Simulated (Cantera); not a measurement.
Mixture: CH4 : C2H6 : C3H8 : O2 : N2 = 1 : 0.075 : 0.16 : 1.7 : 6.4 (molar parts), at 9.87 atm, adiabatic and at constant pressure. Ignition delay is the time to a rise of 400 K.

Detailed kinetics in Cantera: GRI-Mech 3.0 (53 species, 325 reactions). GRI-Mech 3.0 was tuned for natural gas; its chemistry of propane as a main component is partial and can be far from experiment.

At T0 = 1525 K, what is the delay, and which 5 reactions control it most (d ln τ / d ln k, from doubling and halving each rate constant)?

The delay is 30.4 µs.
| reaction | d ln τ / d ln k | faster rate |
|---|---|---|
| C2H5 + CH3 (+M) <=> C3H8 (+M) | -0.36 | shortens it |
| CH3 + HO2 <=> CH3O + OH | -0.35 | shortens it |
| H + O2 <=> O + OH | -0.34 | shortens it |
| 2 CH3 (+M) <=> C2H6 (+M) | 0.25 | lengthens it |
| C2H5 + O2 <=> C2H4 + HO2 | -0.20 | shortens it |
